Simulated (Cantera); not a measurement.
## Ignition delay

Mixture: 3.31 % CH4, 0.431 % C2H6, 0.152 % C3H8, 18.5 % O2, 69.6 % N2, 5.63 % CO2, 2.35 % H2, at 10.0 bar, adiabatic and at constant volume. Ignition delay is the time to a rise of 400 K.

Detailed kinetics in Cantera: GRI-Mech 3.0 (53 species, 325 reactions).

| T0 (K) | delay (ms) |
|---|---|
| 1275 | 0.128 |
| 1350 | 0.0565 |
| 1425 | 0.0292 |
| 1500 | 0.0165 |
| 1575 | 0.00996 |
| 1650 | 0.00632 |
| 1725 | 0.00420 |
| 1800 | 0.00292 |
| 1875 | 0.00211 |
| 1950 | 0.00158 |

| Property | Result |
|---|---|
| apparent activation energy between 1800 and 1950 K | 120 kJ/mol |
